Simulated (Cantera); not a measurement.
A closed system holds: 1 mol Si, 3.4 mol F₂, 1.9 mol H₂, equilibrated at 873 K and 0.0100 bar.

Cantera equilibrium calculation (NASA polynomials, part measured and part estimated; ideal gas, pure solids and liquids). Candidate condensed phases: Si; 25 gas species. Equilibrium is a limit: real reactors are often held back by kinetics, nucleation or transport.

Q: What is the equilibrium state?

A: 
```
Property                              Value
--------------------------------  ---------
x(HF)                                 0.651
x(SiF₄)                               0.233
x(H₂)                                 0.116
gas amount                        4.300 mol
log10 activity of Si(s) (absent)     -22.38
```
